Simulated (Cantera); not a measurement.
A Cantera script and what it prints.

```python
import numpy as np
import cantera as ct

gas_names = """
    H H2 H2S Pb PbS Pb2 S SH S2 S8
""".split()
cond_names = """
    Pb(cr) Pb(L) PbS(s) PbS(L) S(cr1) S(cr2) S(L)
""".split()


# ... load() reads the species with a 1 bar reference pressure and builds the phases ...
atoms = {
    'PbS': {'Pb': 1, 'S': 1},
    'H2': {'H': 2},
}
top_T = {}  # K; cautious upper limits of use, not melting points


# ... equilibrate(T, P, feed) seeds the gas with the atoms and calls Mixture.equilibrate('TP', solver="vcs", rtol=1e-11, max_steps=5000) ...
results = []
feed = {'PbS': 1, 'H2': 610}  # mol
T = 2123  # K
for P in [10, 68, 460, 3200, 22000, 150000, 1000000]:
    mix = equilibrate(T, P, feed)
    results.append((T, P, feed, dict(zip(mix.species_names, mix.species_moles))))

top = {s: max(r[3][s] / sum(r[3][g] for g in gas_names) for r in results) for s in gas_names}
cols = sorted((s for s in top if top[s] > 0.001), key=lambda s: -top[s])[:9]
seen = [c for c in cond_names if any(r[3].get(c, 0) > 1e-12 for r in results)]
print("log10 of partial pressures in bar; condensed amounts in mol")
print(f"{'P/Pa':>10s}" + "".join(f"{s[:9]:>10s}" for s in cols + seen))
for T, P, feed, n in results:
    ng = sum(n[g] for g in gas_names)
    print(f"{P:10.4g}" + "".join(f"{np.log10(max(n[s] / ng * P / 1e5, 1e-99)):10.3f}" for s in cols)
          + "".join(f"{n.get(c, 0):10.4g}" for c in seen))
```

It prints:

```
log10 of partial pressures in bar; condensed amounts in mol
      P/Pa        H2         H        Pb       H2S         S
        10    -4.156    -4.523    -6.857    -9.262    -6.908
        68    -3.229    -4.059    -5.983    -7.556    -6.130
       460    -2.362    -3.626    -5.137    -6.060    -5.501
      3200    -1.505    -3.198    -4.292    -4.756    -5.053
   2.2e+04    -0.662    -2.776    -3.456    -3.656    -4.795
   1.5e+05     0.173    -2.358    -2.625    -2.703    -4.678
     1e+06     0.998    -1.946    -1.802    -1.832    -4.632
```

Method: chemical equilibrium by Gibbs-energy minimisation in Cantera with the NASA 1993 tables (ideal gas, pure condensed phases).
